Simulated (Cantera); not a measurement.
A freely propagating, adiabatic, planar premixed flame of 9.17 % CH4, 19.1 % O2, 71.8 % N2, equivalence ratio 0.96, unburnt at 575 K and 9.87 atm; unity-Lewis-number transport, grid criteria slope 0.08 and curve 0.16, no radiation.

Model: GRI-Mech 3.0 (53 species, 325 reactions), integrated in Cantera. Unity Lewis numbers drop preferential diffusion, which matters most where H2 and H carry the flame. Burning velocities carry a grid error of a few per cent, more on coarse grids.

Task: Predict: laminar burning velocity; thermal thickness; peak x(HCO).

Result: 
| Quantity | Value |
|---|---|
| laminar burning velocity | 41.3 cm/s |
| thermal thickness | 0.0705 mm |
| peak x(HCO) | 1.89e-5 |
